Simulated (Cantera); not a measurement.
An isothermal, constant-pressure homogeneous reactor starts with CH₄ : H₂ = 1 : 16 (molar parts), at 1650 K and 1330 Pa.

Model: GRI-Mech 3.0 (53 species, 325 reactions), integrated in Cantera. GRI-Mech 3.0 stops at C3 and has no aromatics, soot or wall deposition, so with more carbon than oxygen in the feed, carbon stays in small species such as C2H2 where larger ones or solid carbon would form. Radical loss at walls, strong at low pressure, is not modelled.

Predict: x(CH₄) at 10.0 s; x(H₂) at 10.0 s; x(C₂H₄) at 10.0 s; x(CH₃) at 10.0 s; x(H) at 10.0 s; x(CH₂) at 10.0 s.


| Property | Result |
|---|---|
| x(CH₄) at 10.0 s | 0.00459 (gas-phase equilibrium 0.000413) |
| x(H₂) at 10.0 s | 0.969 (gas-phase equilibrium 0.971) |
| x(C₂H₄) at 10.0 s | 2.57e-5 (gas-phase equilibrium 2.57e-5) |
| x(CH₃) at 10.0 s | 7.22e-5 (gas-phase equilibrium 6.74e-6) |
| x(H) at 10.0 s | 0.000751 (gas-phase equilibrium 0.000781) |
| x(CH₂) at 10.0 s | 5.36e-8 (gas-phase equilibrium 5.33e-9) |
